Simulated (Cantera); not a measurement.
Source: NASA polynomial tables (part measured, part estimated), evaluated in Cantera. Values are per mole of reaction as written; species without (g) are pure solids or liquids, kept so even where they would boil at 1 bar.

Q: Between 300 and 1075 K, where is each reaction favourable under standard conditions?
- K2SO4 = 2 K + 4 O(g) + S

A: 
- K2SO4 = 2 K + 4 O(g) + S: ΔG° is 2245 kJ at 300 K and 1733 kJ at 1075 K; it stays positive (K < 1). ΔH° is 2434 kJ and ΔS° 652 J/K at 1075 K.
